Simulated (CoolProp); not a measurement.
Aqueous potassium carbonate as a coolant, 34 % by mass, freezing at -24.9 °C, 1 atm.

Values from CoolProp's Melinder's fits for secondary coolants.

```csv
T (°C),Prandtl number,conductivity (W/(m K)),viscosity (mPa s),cp (kJ/(kg K))
-19.3,61.5,0.500,11.1,2.781
-14.4,49.1,0.508,8.95,2.789
-9.5,39.9,0.516,7.37,2.797
-4.6,33.1,0.524,6.18,2.805
0.3,27.8,0.532,5.26,2.813
5.2,23.7,0.540,4.54,2.822
10.1,20.5,0.548,3.96,2.831
15,17.8,0.556,3.50,2.840
19.9,15.7,0.564,3.11,2.849
24.8,13.9,0.572,2.79,2.858
29.6,12.5,0.579,2.52,2.867
34.5,11.2,0.587,2.28,2.877
39.4,10.0,0.595,2.07,2.887
```
